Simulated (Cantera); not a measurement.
Charge: 1 mol SiHCl₃, 5.7 mol NH₃, 55 mol H₂, at 10.0 mbar.

These are equilibrium values from Cantera (NASA tables, ideal gas, pure condensed phases), not measurements of a reactor. Candidate condensed phases: NH₄Cl, Si, Si₃N₄; 28 gas species. Gases not in the tables: Si₂H₆ and higher silanes. Rates play no part.

Task: What share of the Si ends up in condensed phases as a function of T (K), at 1500, 1550, 1600, 1650, 1700, 1750, 1800, 1850, 1900, 1950, 2000, 2050?

Result: 
```json
[
 {"T (K)": "1500", "Si condensed (%)": "89.1", "as": "Si₃N₄(s)"},
 {"T (K)": "1550", "Si condensed (%)": "81.3", "as": "Si₃N₄(s)"},
 {"T (K)": "1600", "Si condensed (%)": "70.8", "as": "Si₃N₄(s)"},
 {"T (K)": "1650", "Si condensed (%)": "67.9", "as": "Si(s)"},
 {"T (K)": "1700", "Si condensed (%)": "67.3", "as": "Si(l)"},
 {"T (K)": "1750", "Si condensed (%)": "68.0", "as": "Si(l)"},
 {"T (K)": "1800", "Si condensed (%)": "67.9", "as": "Si(l)"},
 {"T (K)": "1850", "Si condensed (%)": "66.3", "as": "Si(l)"},
 {"T (K)": "1900", "Si condensed (%)": "62.3", "as": "Si(l)"},
 {"T (K)": "1950", "Si condensed (%)": "54.1", "as": "Si(l)"},
 {"T (K)": "2000", "Si condensed (%)": "39.0", "as": "Si(l)"},
 {"T (K)": "2050", "Si condensed (%)": "12.7", "as": "Si(l)"}
]
```
